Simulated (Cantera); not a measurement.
An adiabatic, constant-pressure homogeneous reactor starts with CH3OH : O2 : N2 = 1 : 1.72 : 6.48 (molar parts), equivalence ratio 0.87, at 973 K and 10.0 bar.

Model: GRI-Mech 3.0 (53 species, 325 reactions), integrated in Cantera. GRI-Mech 3.0 was tuned for natural gas; its chemistry of methanol as a main component is partial and can be far from experiment. Below about 1000 K GRI-Mech 3.0 lacks low-temperature oxidation paths.

### Question
Predict: time of steepest temperature rise; temperature at 7.00 s; equilibrium temperature; x(O2) at 7.00 s; x(CO2) at 7.00 s.

### Answer
| Quantity | Result |
|---|---|
| time of steepest temperature rise | 0.173 s |
| temperature at 7.00 s | 2544 K |
| equilibrium temperature | 2544 K |
| x(O2) at 7.00 s | 0.0226 (gas-phase equilibrium 0.0226) |
| x(CO2) at 7.00 s | 0.0931 (gas-phase equilibrium 0.0931) |
